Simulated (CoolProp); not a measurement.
Properties of n-perfluorohexane along the isotherm 369 K.

The numbers come from the reference Helmholtz-energy equation of state, Gao 2022 in CoolProp.

```tsv
p (bar)	phase	cp (kJ/(kg K))	speed of sound (m/s)	isothermal compressibility (1/MPa)	expansivity (1/kK)
0.0275	gas	0.9164	96.47	364.0	2.720
0.049	gas	0.9166	96.40	204.5	2.728
0.0871	gas	0.9169	96.26	115.2	2.742
0.155	gas	0.9175	96.01	64.92	2.768
0.275	gas	0.9185	95.58	36.77	2.815
0.49	gas	0.9203	94.78	20.83	2.902
0.871	gas	0.9239	93.31	11.92	3.069
1.55	gas	0.9312	90.53	6.932	3.415
2.75	gas	0.9482	84.94	4.218	4.248
4.9	liquid	1.166	312.5	0.008755	2.760
8.71	liquid	1.163	318.5	0.008377	2.684
```
